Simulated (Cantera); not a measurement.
Input (Python, Cantera) and output of one run.

```python
import numpy as np
import cantera as ct

gas_names = """
    Cr CrN CrO CrO2 CrO3 N NO NO2 NO3 N2 N2O O O2 O3
""".split()
cond_names = """
    Cr(cr) Cr(L) CrN(s) Cr2N(s) Cr2O3(s) Cr2O3(L)
""".split()


# ... load() reads the species with a 1 bar reference pressure and builds the phases ...
atoms = {
    'Cr': {'Cr': 1},
    'O2': {'O': 2},
    'N2': {'N': 2},
}
top_T = {'CrN(s)': 1900, 'Cr2N(s)': 1900}  # K; cautious upper limits of use, not melting points


# ... equilibrate(T, P, feed) seeds the gas with the atoms and calls Mixture.equilibrate('TP', solver="vcs", rtol=1e-11, max_steps=5000) ...
results = []
T = 2350  # K
P = 210  # Pa
for m in [1.8, 2.1, 2.5, 2.9, 3.4, 4, 4.7, 5.5, 6.4, 7.5, 8.8, 10, 12]:
    feed = {'Cr': 1, 'O2': 1.5, 'N2': m}  # mol
    mix = equilibrate(T, P, feed)
    results.append((T, P, feed, dict(zip(mix.species_names, mix.species_moles))))

top = {s: max(r[3][s] / sum(r[3][g] for g in gas_names) for r in results) for s in gas_names}
cols = sorted((s for s in top if top[s] > 1e-05), key=lambda s: -top[s])[:9]
seen = [c for c in cond_names if any(r[3].get(c, 0) > 1e-12 for r in results)]
print("log10 of partial pressures in bar; condensed amounts in mol")
print(f"{'n(N2)':>10s}" + "".join(f"{s[:9]:>10s}" for s in cols + seen))
for T, P, feed, n in results:
    ng = sum(n[g] for g in gas_names)
    print(f"{feed['N2']:10.4g}" + "".join(f"{np.log10(max(n[s] / ng * P / 1e5, 1e-99)):10.3f}" for s in cols)
          + "".join(f"{n.get(c, 0):10.4g}" for c in seen))
```

Output:

```
log10 of partial pressures in bar; condensed amounts in mol
     n(N2)        N2        O2      CrO2         O       CrO        NO        Cr      CrO3  Cr2O3(s)
       1.8    -2.931    -3.409    -3.598    -3.885    -3.969    -4.540    -4.799    -5.743    0.2138
       2.1    -2.911    -3.461    -3.610    -3.911    -3.956    -4.555    -4.760    -5.781     0.183
       2.5    -2.891    -3.521    -3.625    -3.941    -3.941    -4.575    -4.715    -5.826    0.1416
       2.9    -2.876    -3.573    -3.638    -3.967    -3.928    -4.594    -4.676    -5.866   0.09975
       3.4    -2.863    -3.631    -3.653    -3.996    -3.914    -4.616    -4.633    -5.909   0.04676
         4    -2.848    -3.687    -3.679    -4.024    -3.912    -4.637    -4.603    -5.963         0
       4.7    -2.828    -3.737    -3.742    -4.049    -3.950    -4.652    -4.616    -6.051         0
       5.5    -2.810    -3.787    -3.806    -4.074    -3.988    -4.668    -4.629    -6.140         0
       6.4    -2.795    -3.838    -3.870    -4.099    -4.028    -4.686    -4.643    -6.230         0
       7.5    -2.781    -3.893    -3.941    -4.127    -4.071    -4.706    -4.659    -6.328         0
       8.8    -2.768    -3.950    -4.015    -4.155    -4.116    -4.729    -4.675    -6.430         0
        10    -2.759    -3.997    -4.076    -4.179    -4.154    -4.748    -4.690    -6.515         0
        12    -2.748    -4.066    -4.166    -4.213    -4.210    -4.776    -4.711    -6.640         0
```

These are equilibrium values from Cantera (NASA tables, ideal gas, pure condensed phases), not measurements of a reactor.
